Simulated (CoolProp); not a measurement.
Values from CoolProp's reference Helmholtz-energy equation of state, Lemmon 2005. It is a short technical equation, of lower accuracy than the large ones.

Q: For trans-2-butene, give the phase and the cp (kJ/(kg K)), speed of sound (m/s), isothermal compressibility (1/MPa) at 162.55 °C and 5270 kPa; 189.35 °C and 5270 kPa; 251.85 °C and 5270 kPa.

A: 
- 162.55 °C and 5270 kPa: supercritical; cp 5.05, speed of sound 222, isothermal compressibility 0.139
- 189.35 °C and 5270 kPa: supercritical; cp 4.24, speed of sound 169, isothermal compressibility 0.444
- 251.85 °C and 5270 kPa: supercritical; cp 2.82, speed of sound 233, isothermal compressibility 0.253
